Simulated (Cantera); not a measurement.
A perfectly stirred reactor is fed with H₂ : O₂ = 0.12 : 1 (molar parts), at 3400 Pa; it is held at 950 K, and followed from long to short residence time.

Model: the H2/O2 subset of GRI-Mech 3.0, which has no nitrogen chemistry, integrated in Cantera. Radical loss at walls, strong at low pressure, is not modelled. The temperature is held fixed by assumption; the heat of reaction is taken as removed at once.

What does this change do: temperature 950 to 1000 K?


```csv
quantity,before,after
x(H₂) at τ = 6.20 s,0.000348,0.000212
x(O₂) at τ = 6.20 s,0.887,0.887
x(H₂O₂) at τ = 6.20 s,2.89e-7,2.74e-7
x(O) at τ = 6.20 s,0.000101,0.000128
x(H₂O) at τ = 6.20 s,0.113,0.113
x(H₂) at τ = 23.0 ms,0.00777,0.00526
x(O₂) at τ = 23.0 ms,0.884,0.882
x(H₂O₂) at τ = 23.0 ms,1.01e-6,9.21e-7
x(O) at τ = 23.0 ms,0.00258,0.00369
x(H₂O) at τ = 23.0 ms,0.104,0.106
```
